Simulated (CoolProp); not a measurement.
Vapour-liquid equilibrium of C3F8 (R218) (1) + c-C4F8 (RC318) (2) at 0.379 MPa; x and y are mole fractions of (1).

Values from CoolProp's multi-fluid Helmholtz-energy mixture model, Lemmon 2006 and Platzer 1990; pair parameters Bell 2016. This equation is an older, rougher fit; its heat capacities, sound speeds and derivatives of the liquid may be far off and weren't checked against measurements.

```
x      bubble temperature, mixture model (K)  bubble temperature, Raoult's law (K)  y, mixture model  y, Raoult's law
-----  -------------------------------------  ------------------------------------  ----------------  ---------------
0.05                                   303.6                                 301.6             0.070            0.126
0.125                                  302.0                                 297.9             0.186            0.284
0.2                                    300.0                                 294.5             0.306            0.414
0.275                                  297.5                                 291.4             0.425            0.522
0.35                                   294.7                                 288.5             0.536            0.612
0.425                                  291.6                                 285.8             0.637            0.687
0.5                                    288.4                                 283.3             0.723            0.751
0.575                                  285.3                                 281.0             0.795            0.805
0.65                                   282.2                                 278.9             0.853            0.852
0.725                                  279.3                                 276.8             0.900            0.892
0.8                                    276.6                                 274.9             0.937            0.927
0.875                                  274.1                                 273.2             0.965            0.957
0.95                                   271.8                                 271.5             0.988            0.984
```

The largest gap from Raoult's law is +6.2 K in bubble temperature, at x = 0.35. No azeotrope shows between x = 0.05 and 0.95.

Pair parameters are fitted to limited data, so mixtures are less certain than the pure fluids.
